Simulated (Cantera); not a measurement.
A closed system holds: 1 mol Nb, 13 mol N₂O, at 0.133 bar.

These are equilibrium values from Cantera (NASA tables, ideal gas, pure condensed phases), not measurements of a reactor. Candidate condensed phases: Nb, NbO, NbO₂, Nb₂O₅; 12 gas species. Condensed phases not in the tables: the oxides between NbO₂ and Nb₂O₅. Kinetics and transport are ignored.

Question: At 1750 K, list the 4 most abundant gas species with their mole fractions, and the condensed phases.

Answer: N₂ 0.710, O₂ 0.286, NO 0.00386, O 0.000109. Condensed: Nb₂O₅(s).
